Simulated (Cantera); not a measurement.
Feed: 1 mol c-C4F8, 0.027 mol F2, a varied amount of H2, held at 898.15 K and 30.0 Torr.

These are equilibrium values from Cantera (NASA tables, ideal gas, pure condensed phases), not measurements of a reactor. Candidate condensed phases: C, C6H6, C7H8, C8H18; 95 gas species. The feed counts by its element totals alone. Condensed phases not in the tables: fluorocarbon polymer. Gases not in the tables: C2F6 and larger saturated fluorocarbons. Rates play no part.

Task: What share of the C ends up in condensed phases as a function of n(H2) (mol), at 0.61, 0.92, 1.2, 1.5, 1.9, 2.2, 2.5, 2.8, 3.1, 3.4, 3.7, 4.1?

Result: 
```tsv
n(H2) (mol)	C condensed (%)	as
0.61	57.3	C(graphite)
0.92	61.2	C(graphite)
1.2	64.7	C(graphite)
1.5	68.4	C(graphite)
1.9	73.4	C(graphite)
2.2	77.2	C(graphite)
2.5	80.9	C(graphite)
2.8	84.7	C(graphite)
3.1	88.4	C(graphite)
3.4	92.2	C(graphite)
3.7	95.9	C(graphite)
4.1	100.0	C(graphite)
```
